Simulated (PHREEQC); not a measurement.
0.013 g of hydrous ferric oxide (600 m²/g; 0.2 weak and 0.005 strong sites per Fe, Dzombak-Morel constants, diffuse double layer) in 1 kg of water with 0.001 mol/kgw of an inert sodium salt and 0.0049 mmol/kgw Ag2SO4, at 25 °C; the pH is set by adding NaOH or the inert anion's acid. Oxygen is held at 0.21 atm. The system is closed to CO2. No solid was allowed to form.

Base run: PHREEQC, ion-association model, wateq4f.dat. Each further column changes one thing. The table gives Ag sorbed (%).

```tsv
pH	base	no electrostatic term (-no_edl)	background salt from 0.001 to 0.0001 mol/kgw	oxide from 0.013 to 0.065 g/kgw	7.2e-05 mol/kgw CaCl2 added
3	0.0	0.0	0.0	0.0	0.0
4.5	0.0	0.0	0.0	…	0.0
5.5	0.3	0.0	0.3	…	0.2
7	4.3	2.8	4.4	20.0	3.9
8.5	10.3	…	…	45.1	7.3
9.5	29.6	15.2	30.0	…	16.1
11	87.8	16.1	88.1	…	21.1
```

Task: Some entries are withheld; supply them.

Result: 
- 4.5, oxide from 0.013 to 0.065 g/kgw: 0.1
- 5.5, oxide from 0.013 to 0.065 g/kgw: 1.5
- 8.5, no electrostatic term (-no_edl): 10.0
- 8.5, background salt from 0.001 to 0.0001 mol/kgw: 10.4
- 9.5, oxide from 0.013 to 0.065 g/kgw: 76.3
- 11, oxide from 0.013 to 0.065 g/kgw: 98.6

The oxide is taken as insoluble; below pH 4 it would dissolve. In at least one series the solution becomes supersaturated in solids that the run did not let form, among them Cerargyrite.
